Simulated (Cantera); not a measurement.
Feed: 1 mol PbO, 0.12 mol CO, 1.2 mol N2.

Equilibrium computed with Cantera from the NASA thermochemical tables; the gas is ideal and each condensed phase is pure. Candidate condensed phases: C, Pb, PbO, PbO2, Pb3O4; 27 gas species. Each liquid is taken as pure. Mutual solubility and eutectic melting of coexisting phases are not modelled. Equilibrium is a limit: real reactors are often held back by kinetics, nucleation or transport.

Stable condensed phases, one row left out:

```
T in K \ P in Pa
              10      36     130     460    1700    6000   22000   77000  280000 1000000
   1525        A       A       A       A       A       B       B       C       C       C
   1425        A       A       A       A       B       B       C       C       C       C
   1375        A       A       A       B       B       B       C       C       C       C
   1325        A       A       A       B       B       C       C       C       C       C
   1275        A       A       B       B       B       C       C       C       C       C
   1225        A       B       B       B       C       C       C       C       C       C
   1175        A       B       B       B       C       C       C       C       C       C
   1125        B       B       B       C       C       C       C       C       C       C
   1075        B       B       C       C       C       C       C       C       C       C
   1025        B       C       C       C       C       C       C       C       C       C
    975        B       C       C       C       C       C       C       C       C       C
    925        C       C       C       C       C       C       C       C       C       C
```

A: gas only; B: PbO; C: Pb + PbO.

Question: Give the row for 1475 K.

Answer: 10: gas only; 36: gas only; 130: gas only; 460: gas only; 1700: gas only; 6000: PbO; 22000: PbO; 77000: Pb + PbO; 280000: Pb + PbO; 1000000: Pb + PbO.
